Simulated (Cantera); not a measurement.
**Thermodynamics of hydrogen reduction and annealing atmospheres, feed Cr2O3 + H2 + H2O**

Charge: 1 mol Cr2O3, a varied amount of H2, 0.13 mol H2O, at 0.0220 bar.

Equilibrium computed with Cantera from the NASA thermochemical tables; the gas is ideal and each condensed phase is pure. Candidate condensed phases: Cr, Cr2O3, H2O; 13 gas species. Mutual solubility and eutectic melting of coexisting phases are not modelled. Equilibrium is a limit: real reactors are often held back by kinetics, nucleation or transport.

Stable condensed phases:

```
T in K \ n(H2) in mol
          17  31  55  97 170 310 540 960
   1550    A   A   A   B   B   B   B   B
   1500    A   A   A   A   B   B   B   B
   1450    A   A   A   A   B   B   B   B
   1400    A   A   A   A   A   B   B   B
   1350    A   A   A   A   A   A   B   B
   1300    A   A   A   A   A   A   B   B
   1250    A   A   A   A   A   A   A   B
   1200    A   A   A   A   A   A   A   A
   1150    A   A   A   A   A   A   A   A
   1100    A   A   A   A   A   A   A   A
   1050    A   A   A   A   A   A   A   A
   1000    A   A   A   A   A   A   A   A
    950    A   A   A   A   A   A   A   A
```

A: Cr2O3; B: Cr + Cr2O3.
